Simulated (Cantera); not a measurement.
Input: 1 mol C2F6, 0.11 mol H2, 0.21 mol F2, equilibrated at 1698 K and 770 Pa.

Method: chemical equilibrium by Gibbs-energy minimisation in Cantera with the NASA 1993 tables (ideal gas, pure condensed phases). Candidate condensed phases: C, C6H6, C7H8, C8H18; 95 gas species. The feed counts by its element totals alone. Gases not in the tables: C2F6 and larger saturated fluorocarbons. Kinetics and transport are ignored.

Base state: CF4 0.868, HF 0.124, CF2 0.00614, F 0.00141, CF3 0.000791 (mole fractions); condensed: C(graphite).

Question: What changes in the equilibrium state with this change: pressure from 770 Pa to 1400 Pa?

Answer: 
```csv
species,before,after
CF4,0.868,0.870
HF,0.124,0.124
CF2,0.00614,0.00456
F,0.00141,0.000904
CF3,0.000791,0.000682
"C(graphite), mol",0.445,0.446
```

Question: What changes in the equilibrium state with this change: C2F6 replaced by CCl4?

Answer: 
```
species           before     after
----------------  ------  --------
Cl                     0     0.791
Cl2                    0     0.133
HF                 0.124    0.0492
CF4                0.868    0.0147
HCl                    0   0.00952
CClF3                  0  0.000615
ClF                    0  0.000171
C(graphite), mol   0.445     0.940
```
